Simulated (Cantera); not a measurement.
A Cantera script and what it prints.

```python
import numpy as np
import cantera as ct

gas_names = [...]  # 91 gases of nasa_gas.yaml made of C, Cl, H
cond_names = """
    C(gr) C6H6(L) C7H8(L) C8H18(L),n-octa
""".split()


# ... load() reads the species with a 1 bar reference pressure and builds the phases ...
atoms = {
    'CCl4': {'C': 1, 'CL': 4},
    'H2': {'H': 2},
}
top_T = {'C(gr)': 4500}  # K; cautious upper limits of use, not melting points


# ... equilibrate(T, P, feed) seeds the gas with the atoms and calls Mixture.equilibrate('TP', solver="vcs", rtol=1e-11, max_steps=5000) ...
results = []
T = 2900  # K
P = 90  # Pa
for m in [0.074, 0.11, 0.16, 0.22, 0.32, 0.47, 0.68, 0.98, 1.4, 2.1, 3, 4.3, 6.2]:
    feed = {'CCl4': 1, 'H2': m}  # mol
    mix = equilibrate(T, P, feed)
    results.append((T, P, feed, dict(zip(mix.species_names, mix.species_moles))))

top = {s: max(r[3][s] / sum(r[3][g] for g in gas_names) for r in results) for s in gas_names}
cols = sorted((s for s in top if top[s] > 1e-06), key=lambda s: -top[s])[:8]
seen = [c for c in cond_names if any(r[3].get(c, 0) > 1e-12 for r in results)]
print("log10 of partial pressures in bar; condensed amounts in mol")
print(f"{'n(H2)':>10s}" + "".join(f"{s[:9]:>10s}" for s in cols + seen))
for T, P, feed, n in results:
    ng = sum(n[g] for g in gas_names)
    print(f"{feed['H2']:10.4g}" + "".join(f"{np.log10(max(n[s] / ng * P / 1e5, 1e-99)):10.3f}" for s in cols)
          + "".join(f"{n.get(c, 0):10.4g}" for c in seen))
```

Output:

```
log10 of partial pressures in bar; condensed amounts in mol
     n(H2)        CL         H        C3        H2       HCL         C        C2       C2H
     0.074    -3.101    -4.572    -4.256    -7.264    -5.630    -4.813    -5.167    -6.918
      0.11    -3.108    -4.406    -4.263    -6.933    -5.471    -4.815    -5.172    -6.757
      0.16    -3.117    -4.252    -4.272    -6.625    -5.326    -4.818    -5.179    -6.609
      0.22    -3.129    -4.124    -4.284    -6.369    -5.210    -4.822    -5.186    -6.489
      0.32    -3.146    -3.978    -4.302    -6.078    -5.082    -4.828    -5.198    -6.356
      0.47    -3.172    -3.836    -4.329    -5.793    -4.965    -4.837    -5.216    -6.231
      0.68    -3.206    -3.707    -4.364    -5.536    -4.870    -4.849    -5.239    -6.126
      0.98    -3.249    -3.591    -4.410    -5.302    -4.797    -4.864    -5.270    -6.040
       1.4    -3.304    -3.489    -4.469    -5.098    -4.750    -4.884    -5.310    -5.977
       2.1    -3.383    -3.389    -4.555    -4.898    -4.729    -4.913    -5.367    -5.935
         3    -3.467    -3.315    -4.649    -4.752    -4.739    -4.944    -5.430    -5.924
       4.3    -3.565    -3.255    -4.761    -4.632    -4.778    -4.981    -5.504    -5.938
       6.2    -3.678    -3.207    -4.893    -4.536    -4.842    -5.025    -5.592    -5.978
```

These are equilibrium values from Cantera (NASA tables, ideal gas, pure condensed phases), not measurements of a reactor. The tables' values for CCl are old estimates; treat these amounts as uncertain.
